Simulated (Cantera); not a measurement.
Input: 1 mol Si, a varied amount of CO₂, 250 mol H₂, 0.013 mol N₂O, equilibrated at 1748.15 K and 0.530 Pa.

Method: chemical equilibrium by Gibbs-energy minimisation in Cantera with the NASA 1993 tables (ideal gas, pure condensed phases). Candidate condensed phases: C, C₆H₆, C₇H₈, C₈H₁₈, H₂O, Si, SiC, SiO₂, Si₂N₂O, Si₃N₄; 151 gas species. Equilibrium is a limit: real reactors are often held back by kinetics, nucleation or transport.

x: gas mole fraction; nothing condenses.

| n(CO₂) (mol) | x H₂ | x H | x CO | x H₂O | x SiO | x Si | x N₂ |
|---|---|---|---|---|---|---|---|
| 0.45 | 0.900 | 0.0943 | 0.00171 | 1.67e-9 | 0.00175 | [?] | 4.92e-5 |
| 0.61 | 0.900 | 0.0943 | 0.00231 | 3.20e-9 | 0.00236 | [?] | 4.92e-5 |
| 0.76 | 0.899 | 0.0942 | 0.00288 | 6.59e-9 | 0.00293 | [?] | 4.92e-5 |
| 0.91 | 0.899 | 0.0942 | 0.00344 | 2.32e-8 | 0.00349 | [?] | 4.92e-5 |
| 1.1 | 0.897 | 0.0941 | 0.00416 | 0.000424 | 0.00378 | [?] | 4.91e-5 |
| 1.2 | 0.897 | 0.0941 | 0.00453 | 0.000798 | 0.00378 | [?] | 4.91e-5 |
| 1.4 | 0.895 | 0.0940 | 0.00528 | 0.00155 | 0.00378 | [?] | 4.91e-5 |
| 1.5 | 0.895 | 0.0940 | 0.00566 | 0.00192 | 0.00377 | [?] | 4.91e-5 |
| 1.7 | 0.893 | 0.0939 | 0.00641 | 0.00267 | 0.00377 | [?] | 4.90e-5 |
| 1.8 | 0.892 | 0.0939 | 0.00678 | 0.00304 | 0.00377 | [?] | 4.90e-5 |
| 2 | 0.891 | 0.0938 | 0.00753 | 0.00378 | 0.00377 | [?] | 4.90e-5 |
| 2.1 | 0.890 | 0.0938 | 0.00790 | 0.00415 | 0.00377 | [?] | 4.89e-5 |
| 2.3 | 0.889 | 0.0937 | 0.00864 | 0.00489 | 0.00376 | [?] | 4.89e-5 |

**Question.** What belongs in the gaps?

**Answer.** 
- 0.45, x Si: 0.00203
- 0.61, x Si: 0.00142
- 0.76, x Si: 0.000857
- 0.91, x Si: 0.000290
- 1.1, x Si: 1.72e-8
- 1.2, x Si: 9.11e-9
- 1.4, x Si: 4.69e-9
- 1.5, x Si: 3.78e-9
- 1.7, x Si: 2.71e-9
- 1.8, x Si: 2.38e-9
- 2, x Si: 1.91e-9
- 2.1, x Si: 1.73e-9
- 2.3, x Si: 1.47e-9
